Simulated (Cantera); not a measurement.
A Cantera script and its output.

```python
import numpy as np
import cantera as ct

gas = ct.Solution("gri30.yaml")
gas.TPX = 1200, 1000000, {'CH3OH': 0.025, 'O2': 0.0095, 'N2': 1}
reactor = ct.IdealGasConstPressureReactor(gas, energy="off", clone=False)
net = ct.ReactorNet([reactor])
net.rtol, net.atol = 1e-08, 1e-18
show = ['CH3OH', 'O2', 'CO', 'CH2O', 'H2O', 'C2H2', 'OH']
times = np.geomspace(0.0008, 3, 12)

steps = ct.SolutionArray(gas, extra=["t"])
rows = []
print(f"{'t/s':>10s}{'T/K':>9s}{'P/Pa':>11s}" + "".join(f"{s:>11s}" for s in show))
for t in times:
    while net.time < t:
        t_next = net.step()
        steps.append(gas.state, t=t_next)
    rows.append([np.interp(t, steps.t, y) for y in (steps.T, steps.P, *steps(*show).X.T)])
    print(f"{t:10.3e}{rows[-1][0]:9.1f}{rows[-1][1]:11.4g}" + "".join(f"{x:11.3e}" for x in rows[-1][2:]))
rate = np.gradient(steps.T, steps.t)
print("integrator steps:", len(steps.t))
if steps.T.max() > steps.T[0] + 200:
    print(f"time of steepest temperature rise: {steps.t[rate.argmax()]:.4e} s")
gas.TPX = 1200, 1000000, {'CH3OH': 0.025, 'O2': 0.0095, 'N2': 1}
gas.equilibrate("TP")
print(f"equilibrium (TP): T = {gas.T:.1f} K  " + "  ".join(f"{s} {gas[s].X[0]:.3e}" for s in show))
```

Output:

```
       t/s      T/K       P/Pa      CH3OH         O2         CO       CH2O        H2O       C2H2         OH
 8.000e-04   1200.0      1e+06  2.414e-02  9.173e-03  8.328e-07  2.099e-05  9.194e-06  7.205e-14  1.228e-09
 1.690e-03   1200.0      1e+06  2.400e-02  9.126e-03  6.326e-06  1.488e-04  7.525e-05  1.550e-13  8.966e-09
 3.572e-03   1200.0      1e+06  3.893e-04  5.468e-05  2.175e-02  5.048e-04  1.707e-02  4.851e-09  1.393e-08
 7.548e-03   1200.0      1e+06  9.533e-06  2.727e-05  2.256e-02  1.356e-05  1.708e-02  1.583e-08  5.726e-09
 1.595e-02   1200.0      1e+06  7.646e-09  1.498e-05  2.255e-02  1.638e-08  1.707e-02  3.430e-08  4.220e-09
 3.370e-02   1200.0      1e+06  4.406e-10  6.987e-06  2.252e-02  4.505e-09  1.705e-02  4.627e-08  2.182e-09
 7.121e-02   1200.0      1e+06  1.733e-10  3.060e-06  2.249e-02  3.613e-09  1.703e-02  5.171e-08  1.034e-09
 1.505e-01   1200.0      1e+06  7.392e-11  1.330e-06  2.245e-02  3.351e-09  1.700e-02  5.391e-08  4.772e-10
 3.180e-01   1200.0      1e+06  3.612e-11  5.791e-07  2.242e-02  3.272e-09  1.697e-02  5.464e-08  2.252e-10
 6.719e-01   1200.0      1e+06  2.113e-11  2.423e-07  2.239e-02  3.246e-09  1.694e-02  5.457e-08  1.156e-10
 1.420e+00   1200.0      1e+06  1.525e-11  8.551e-08  2.235e-02  3.235e-09  1.690e-02  5.365e-08  7.078e-11
 3.000e+00   1200.0      1e+06  1.317e-11  1.827e-08  2.230e-02  3.230e-09  1.685e-02  5.105e-08  5.458e-11
integrator steps: 2233
equilibrium (TP): T = 1200.0 K  CH3OH 7.130e-12  O2 2.304e-18  CO 1.826e-02  CH2O 3.020e-09  H2O 1.269e-02  C2H2 5.393e-13  OH 3.461e-11
```

Computed with Cantera and GRI-Mech 3.0 (53 species, 325 reactions). GRI-Mech 3.0 was tuned for natural gas; its chemistry of methanol as a main component is partial and can be far from experiment.
